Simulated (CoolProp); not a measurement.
Saturation properties of R245ca (Tc = 447.6 K, pc = 39.41 bar, ω = 0.355).

Computed with CoolProp (reference Helmholtz-energy equation of state, Zhou 2016).

| T (K) | p (bar) | liquid density (kg/m³) | liquid cp (kJ/(kg K)) | vapour Z | surface tension (mN/m) |
|---|---|---|---|---|---|
| 272.3 | 0.3275 | 1450 | 1.345 | 0.9833 | 19.7 |
| 288.2 | (withheld) | 1412 | 1.365 | 0.9714 | (withheld) |
| 304 | 1.251 | 1372 | 1.388 | 0.9549 | 15.5 |
| 319.8 | (withheld) | (withheld) | 1.416 | (withheld) | 13.5 |
| 335.7 | 3.536 | 1288 | (withheld) | 0.9054 | 11.5 |
| 351.5 | 5.472 | 1241 | 1.487 | 0.8715 | 9.50 |
| 367.3 | 8.118 | 1191 | 1.535 | 0.8304 | (withheld) |
| 383.1 | 11.63 | 1136 | 1.599 | 0.7809 | 5.76 |
| 399 | 16.21 | 1072 | 1.696 | 0.7203 | 4.02 |

Problem. Fill in the missing entries.

Solution. 
- 288.2, p (bar): 0.6714
- 288.2, surface tension (mN/m): 17.6
- 319.8, p (bar): 2.165
- 319.8, liquid density (kg/m³): 1331
- 319.8, vapour Z: 0.9331
- 335.7, liquid cp (kJ/(kg K)): 1.448
- 367.3, surface tension (mN/m): 7.59

It boils at 298.4 K under 1 atm.

Surface tension comes from a separate correlation (Mulero 2012).
